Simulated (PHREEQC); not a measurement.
4.5 g of hydrous ferric oxide (600 m²/g; 0.2 weak and 0.005 strong sites per Fe, Dzombak-Morel constants, diffuse double layer) in 1 kg of water with 0.001 mol/kgw of an inert sodium salt, at 25 °C; the pH is set by adding NaOH or the inert anion's acid. O2 is buffered at 0.21 atm. CO2 from the air is kept out. Precipitation was switched off in this run.

The numbers come from PHREEQC with the ion-association model, wateq4f.dat.

```
pH     surface charge σ (C/m²)  surface potential ψ (mV)
-----  -----------------------  ------------------------
4                        0.163                       199
4.67                     0.089                       178
5.33                     0.045                       151
6                        0.021                       119
6.67                     0.009                        82
7.33                     0.004                        45
8                        0.000                         6
8.67                    -0.003                       -32
9.33                    -0.007                       -70
10                      -0.017                      -107
10.67                   -0.040                      -140
11.33                   -0.096                      -163
12                      -0.211                      -173
```
